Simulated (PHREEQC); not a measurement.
A column of 0.1 m (30 cells, dispersivity 0.005 m, 3600 s a shift, diffusion coefficient 3e-10 m²/s) holds 0.025 eq of the database's cation exchanger X per kg of pore water, first in equilibrium with 72 mmol/kgw LiCl, 1 mmol/kgw NH4Cl and 0.01 mmol/kgw HCl. It is flushed with 0.02 mol CaCl2 and 1e-05 mol HCl per kg of water, at 25 °C. Values are for the last cell. CO2 from the air is kept out. Precipitation was switched off in this run.

Computed with PHREEQC (ion-association model, phreeqc.dat).

Task: Predict Ca in solution (mol/kgw), Li in solution (mol/kgw) at pore volumes = 0.2833, 1.217, 3.883.

Result: 
```tsv
pore volumes	Ca in solution (mol/kgw)	Li in solution (mol/kgw)
0.2833	0	0.0720
1.217	4.46e-10	0.0463
3.883	0.0200	7.14e-7
```
